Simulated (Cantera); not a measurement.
Charge: 1 mol toluene, 0.75 mol H2O, at 352 °C and 23.0 Pa.

These are equilibrium values from Cantera (NASA tables, ideal gas, pure condensed phases), not measurements of a reactor. Candidate condensed phases: C, C6H6, C7H8, C8H18, H2O; 110 gas species. The numbers say what is thermodynamically allowed, not how fast it happens.

Base state: H2 0.878, H2O 0.0456, CO2 0.0351, CO 0.0326, CH4 0.00858 (mole fractions); condensed: C(graphite).

Problem. What changes in the equilibrium state with this change: pressure from 23.0 Pa to 0.100 bar?

Solution. 
```csv
species,before,after
CH4,0.00858,0.471
H2,0.878,0.312
H2O,0.0456,0.204
CO,0.0326,0.000943
CO2,0.0351,0.0128
"C(graphite), mol",6.61,5.42
```

Problem. What changes in the equilibrium state with this change: pressure from 23.0 Pa to 1 atm?

Solution. 
```csv
species,before,after
CH4,0.00858,0.641
H2O,0.0456,0.232
H2,0.878,0.114
CO,0.0326,0.000290
CO2,0.0351,0.0122
"C(graphite), mol",6.61,5.09
```

Problem. What changes in the equilibrium state with this change: H2O from 0.75 to 1.9 mol?

Solution. 
| species | before | after |
|---|---|---|
| H2 | 0.878 | 0.795 |
| CO2 | 0.0351 | 0.0836 |
| H2O | 0.0456 | 0.0637 |
| CO | 0.0326 | 0.0503 |
| CH4 | 0.00858 | 0.00704 |
| C(graphite), mol | 6.61 | 6.05 |
